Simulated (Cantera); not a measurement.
A closed system holds: 1 mol SrCl2, 2.2 mol N2, equilibrated at 1025 K and 10.0 Torr.

Method: chemical equilibrium by Gibbs-energy minimisation in Cantera with the NASA 1993 tables (ideal gas, pure condensed phases). Candidate condensed phases: Sr, SrCl2; 7 gas species. Kinetics and transport are ignored.

### Question
What is the equilibrium state?

### Answer
```
Property                              Value
--------------------------------  ---------
x(N2)                                  1.00
n(SrCl2(s))                       1.000 mol
gas amount                        2.200 mol
log10 activity of Sr(s) (absent)     -13.78
```
